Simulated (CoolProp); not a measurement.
A single-stage vapour-compression cycle with fluoroethane (R161): evaporating at 205.15 K (dew point), condensing at 268.15 K (bubble point), superheat 2 K, subcooling 0 K, compressor efficiency 0.65, no pressure losses. Each further row changes one setting.

Model: reference Helmholtz-energy equation of state, Wu 2012, in CoolProp.

```json
[
 {"case": "as stated", "cooling COP": "___", "pressure ratio": "18.8", "discharge temperature (K)": "376.2", "refrigerating effect (kJ/kg)": "333", "volumetric capacity (kJ/m³)": "184"},
 {"case": "evaporating temperature 210.15 K", "cooling COP": "1.87", "pressure ratio": "13.8", "discharge temperature (K)": "364.5", "refrigerating effect (kJ/kg)": "337", "volumetric capacity (kJ/m³)": "248"},
 {"case": "condensing temperature 263.15 K", "cooling COP": "___", "pressure ratio": "15.8", "discharge temperature (K)": "365.9", "refrigerating effect (kJ/kg)": "343", "volumetric capacity (kJ/m³)": "190"},
 {"case": "subcooling 5 K", "cooling COP": "1.70", "pressure ratio": "18.8", "discharge temperature (K)": "376.2", "refrigerating effect (kJ/kg)": "343", "volumetric capacity (kJ/m³)": "190"},
 {"case": "superheat 12 K", "cooling COP": "1.62", "pressure ratio": "18.8", "discharge temperature (K)": "388.7", "refrigerating effect (kJ/kg)": "343", "volumetric capacity (kJ/m³)": "181"},
 {"case": "compressor efficiency 0.55", "cooling COP": "1.39", "pressure ratio": "18.8", "discharge temperature (K)": "___", "refrigerating effect (kJ/kg)": "333", "volumetric capacity (kJ/m³)": "184"}
]
```

Question: What belongs in the gaps?

Answer: 
- as stated, cooling COP: 1.64
- condensing temperature 263.15 K, cooling COP: 1.83
- compressor efficiency 0.55, discharge temperature (K): 400.1
